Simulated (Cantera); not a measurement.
A perfectly stirred reactor is fed with H2 : O2 : N2 = 1 : 0.75 : 3.55 (molar parts), at 1.01 bar; it is adiabatic with a 425 K inlet, and is followed from long to short residence time, starting on the burning branch (τ in s: 0.21, 0.07, 0.023, 0.0077, 0.0026, 0.00085, 0.00028, 9.5e-05, 3.2e-05, 1e-05).

Detailed kinetics in Cantera: the H2/O2 subset of GRI-Mech 3.0, which has no nitrogen chemistry.

x: mole fraction; the columns are a selection and need not sum to one.

```json
[
 {"τ (s)": "0.21", "T (K)": "1855", "x H2": "0.000231", "x O2": "0.0517", "x O": "0.000117", "x H2O2": "8.49e-8", "x HO2": "1.21e-6", "x H2O": "0.207"},
 {"τ (s)": "0.070", "T (K)": "1850", "x H2": "0.000437", "x O2": "0.0516", "x O": "0.000218", "x H2O2": "1.23e-7", "x HO2": "1.90e-6", "x H2O": "0.207"},
 {"τ (s)": "0.023", "T (K)": "1842", "x H2": "0.000884", "x O2": "0.0515", "x O": "0.000440", "x H2O2": "1.89e-7", "x HO2": "3.39e-6", "x H2O": "0.206"},
 {"τ (s)": "0.0077", "T (K)": "1825", "x H2": "?", "x O2": "0.0515", "x O": "?", "x H2O2": "?", "x HO2": "?", "x H2O": "0.204"},
 {"τ (s)": "0.0026", "T (K)": "1795", "x H2": "?", "x O2": "0.0517", "x O": "?", "x H2O2": "?", "x HO2": "?", "x H2O": "0.201"},
 {"τ (s)": "0.00085", "T (K)": "1739", "x H2": "0.00645", "x O2": "0.0524", "x O": "0.00328", "x H2O2": "7.46e-7", "x HO2": "1.78e-5", "x H2O": "0.195"},
 {"τ (s)": "0.00028", "T (K)": "1644", "x H2": "0.0111", "x O2": "0.0542", "x O": "0.00550", "x H2O2": "1.40e-6", "x HO2": "2.69e-5", "x H2O": "0.186"},
 {"τ (s)": "9.5e-5", "T (K)": "1506", "x H2": "0.0183", "x O2": "0.0584", "x O": "0.00756", "x H2O2": "3.01e-6", "x HO2": "3.88e-5", "x H2O": "0.173"},
 {"τ (s)": "3.2e-5", "T (K)": "1282", "x H2": "0.0440", "x O2": "0.0732", "x O": "0.00613", "x H2O2": "6.61e-6", "x HO2": "6.61e-5", "x H2O": "0.142"},
 {"τ (s)": "1.0e-5", "T (K)": "425", "x H2": "0.189", "x O2": "0.142", "x O": "<1e-12", "x H2O2": "<1e-12", "x HO2": "<1e-12", "x H2O": "<1e-12"}
]
```

**Question.** Complete the blanks.

**Answer.** 
- 0.0077, x H2: 0.00177
- 0.0077, x O: 0.000889
- 0.0077, x H2O2: 2.91e-7
- 0.0077, x HO2: 6.18e-6
- 0.0026, x H2: 0.00345
- 0.0026, x O: 0.00174
- 0.0026, x H2O2: 4.52e-7
- 0.0026, x HO2: 1.08e-5
